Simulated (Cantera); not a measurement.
Cantera with NASA thermochemical tables; ideal gases at 1 bar, condensed phases pure. Values are per mole of reaction as written; species without (g) are pure solids or liquids, kept so even where they would boil at 1 bar. ZrN: taken at fixed stoichiometry.

Q: Between 1200 and 2100 K, where is each reaction favourable under standard conditions?
- ZrO2(g) + NO(g) → 3 O(g) + ZrN

A: 
- ZrO2(g) + NO(g) → 3 O(g) + ZrN: ΔG° is 510 kJ at 1200 K and 435 kJ at 2100 K; it stays positive (K < 1). ΔH° is 626 kJ and ΔS° 91 J/K at 2100 K.
